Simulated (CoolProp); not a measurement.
Vapour-liquid equilibrium of propane (1) + sulfur dioxide (2) at 306.7 K; x and y are mole fractions of (1).

Computed with CoolProp (multi-fluid Helmholtz-energy mixture model, Lemmon 2009 and Gao 2016; pair parameters Bell 2016).

```tsv
x	bubble pressure (kPa)	y at the bubble point	dew pressure at overall composition x (kPa)	liquid density (mol/L)
0.05	879.6	0.408	545.4	20.04
0.2	1269	0.600	650.3	17.61
0.35	1323	0.623	801.6	15.60
0.5	1343	0.638	1037	13.98
0.65	1363	0.675	1353	12.72
0.8	1349	0.753	1324	11.76
0.95	1244	0.913	1216	11.05
```

y crosses x between x = 0.65 and 0.8: the model has an azeotrope there.

The pair parameters rest on a limited set of measurements; away from them the model extrapolates. With so large a gap from Raoult's law the liquid may split in two, which this calculation doesn't test in full.
